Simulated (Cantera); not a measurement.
Input: 1 mol HI, 0.054 mol H₂O, 0.38 mol N₂, at 1700 °C and 0.980 bar.

Equilibrium computed with Cantera from the NASA thermochemical tables; the gas is ideal and each condensed phase is pure. Candidate condensed phases: H₂O, I₂; 27 gas species. Rates play no part.

Base state: I 0.417, H₂ 0.214, N₂ 0.210, HI 0.123, H₂O 0.0298, I₂ 0.00562, H 0.000630 (mole fractions); condensed: gas only.

Task: What changes in the equilibrium state with this change: N₂ from 0.38 to 39 mol?

Result: 
```json
[
 {"species": "N₂", "before": "0.210", "after": "0.962"},
 {"species": "I", "before": "0.417", "after": "0.0231"},
 {"species": "H₂", "before": "0.214", "after": "0.0115"},
 {"species": "HI", "before": "0.123", "after": "0.00158"},
 {"species": "H₂O", "before": "0.0298", "after": "0.00133"},
 {"species": "I₂", "before": "0.00562", "after": "1.72e-5"},
 {"species": "H", "before": "0.000630", "after": "0.000146"}
]
```

Task: What changes in the equilibrium state with this change: pressure from 0.980 bar to 180 bar?

Result: 
| species | before | after |
|---|---|---|
| HI | 0.123 | 0.378 |
| N₂ | 0.210 | 0.249 |
| H₂ | 0.214 | 0.139 |
| I | 0.417 | 0.117 |
| I₂ | 0.00562 | 0.0811 |
| H₂O | 0.0298 | 0.0355 |
| NH₃ | 9.34e-7 | 9.83e-5 |
| H | 0.000630 | 3.75e-5 |
The ideal-gas law is rough above about 30 bar.

Task: What changes in the equilibrium state with this change: H₂O from 0.054 to 4.9 mol?

Result: 
| species | before | after |
|---|---|---|
| H₂O | 0.0298 | 0.730 |
| I | 0.417 | 0.127 |
| H₂ | 0.214 | 0.0642 |
| N₂ | 0.210 | 0.0566 |
| HI | 0.123 | 0.0206 |
| OH | 8.33e-6 | 0.000373 |
| NO | 2.64e-7 | 1.12e-5 |
| I₂ | 0.00562 | 0.000524 |
| H | 0.000630 | 0.000345 |
